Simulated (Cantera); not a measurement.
A Cantera script and its output.

```python
import numpy as np
import cantera as ct

gas = ct.Solution("gri30.yaml")
gas.TPX = 1525, 101325, {'CH4': 1, 'O2': 2.99, 'N2': 11.2, 'CO2': 0.42, 'H2': 0.41}
reactor = ct.IdealGasReactor(gas, energy="on", clone=False)
net = ct.ReactorNet([reactor])
net.rtol, net.atol = 1e-08, 1e-16
show = ['CH4', 'O2', 'CO2', 'CH3', 'HO2', 'HCN']
times = np.geomspace(2e-06, 0.6, 14)

steps = ct.SolutionArray(gas, extra=["t"])
rows = []
print(f"{'t/s':>10s}{'T/K':>9s}{'P/Pa':>11s}" + "".join(f"{s:>11s}" for s in show))
for t in times:
    while net.time < t:
        t_next = net.step()
        steps.append(gas.state, t=t_next)
    rows.append([np.interp(t, steps.t, y) for y in (steps.T, steps.P, *steps(*show).X.T)])
    print(f"{t:10.3e}{rows[-1][0]:9.1f}{rows[-1][1]:11.4g}" + "".join(f"{x:11.3e}" for x in rows[-1][2:]))
rate = np.gradient(steps.T, steps.t)
print("integrator steps:", len(steps.t))
if steps.T.max() > steps.T[0] + 200:
    print(f"time of steepest temperature rise: {steps.t[rate.argmax()]:.4e} s")
gas.TPX = 1525, 101325, {'CH4': 1, 'O2': 2.99, 'N2': 11.2, 'CO2': 0.42, 'H2': 0.41}
gas.equilibrate("UV")
print(f"equilibrium (UV): T = {gas.T:.1f} K  " + "  ".join(f"{s} {gas[s].X[0]:.3e}" for s in show))
```

It prints:

```
       t/s      T/K       P/Pa        CH4         O2        CO2        CH3        HO2        HCN
 2.000e-06   1525.0  1.013e+05  6.242e-02  1.866e-01  2.622e-02  3.563e-07  2.135e-07  1.639e-19
 5.277e-06   1525.0  1.013e+05  6.242e-02  1.866e-01  2.622e-02  1.245e-06  5.587e-07  1.616e-18
 1.392e-05   1525.0  1.013e+05  6.242e-02  1.866e-01  2.622e-02  4.462e-06  1.436e-06  1.642e-17
 3.673e-05   1525.0  1.013e+05  6.240e-02  1.866e-01  2.622e-02  2.254e-05  3.555e-06  2.824e-16
 9.689e-05   1525.8  1.014e+05  6.198e-02  1.864e-01  2.622e-02  3.105e-04  9.143e-06  1.644e-13
 2.556e-04   2590.3  1.774e+05  2.070e-16  5.924e-02  5.291e-02  2.831e-15  9.719e-06  3.699e-11
 6.744e-04   2771.4  1.874e+05  3.335e-16  5.420e-02  6.110e-02  3.438e-15  1.289e-05  2.253e-10
 1.779e-03   2762.2  1.867e+05  3.370e-16  5.097e-02  6.131e-02  3.372e-15  1.209e-05  3.767e-10
 4.694e-03   2758.0  1.863e+05  3.387e-16  4.952e-02  6.140e-02  3.342e-15  1.173e-05  4.399e-10
 1.238e-02   2757.8  1.863e+05  3.388e-16  4.946e-02  6.140e-02  3.341e-15  1.172e-05  4.426e-10
 3.267e-02   2757.8  1.863e+05  3.388e-16  4.946e-02  6.140e-02  3.341e-15  1.172e-05  4.426e-10
 8.620e-02   2757.8  1.863e+05  3.388e-16  4.946e-02  6.140e-02  3.341e-15  1.172e-05  4.426e-10
 2.274e-01   2757.8  1.863e+05  3.388e-16  4.946e-02  6.140e-02  3.341e-15  1.172e-05  4.426e-10
 6.000e-01   2757.8  1.863e+05  3.388e-16  4.946e-02  6.140e-02  3.341e-15  1.172e-05  4.426e-10
integrator steps: 1813
time of steepest temperature rise: 2.2473e-04 s
equilibrium (UV): T = 2757.8 K  CH4 4.662e-16  O2 4.946e-02  CO2 6.140e-02  CH3 4.597e-15  HO2 1.172e-05  HCN 4.426e-10
```

Model: GRI-Mech 3.0 (53 species, 325 reactions), integrated in Cantera.
